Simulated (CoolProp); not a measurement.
Vapour-liquid equilibrium of C2F6 (R116) (1) + R143a (2) at 221.6 K; x and y are mole fractions of (1).

Model: multi-fluid Helmholtz-energy mixture model, Lemmon 2006 and Lemmon and Jacobsen 2000; pair parameters Bell 2016, in CoolProp.

Task: Give the bubble pressure and the first vapour's composition at x = 0.15, 0.75, 0.85. Is there an azeotrope?

Result: x = 0.15: 1.904 bar, y = 0.607; x = 0.75: 3.268 bar, y = 0.863; x = 0.85: 3.375 bar, y = 0.901. No azeotrope shows between x = 0.05 and 0.95.

The pair parameters rest on a limited set of measurements; away from them the model extrapolates. With so large a gap from Raoult's law the liquid may split in two, which this calculation doesn't test in full.
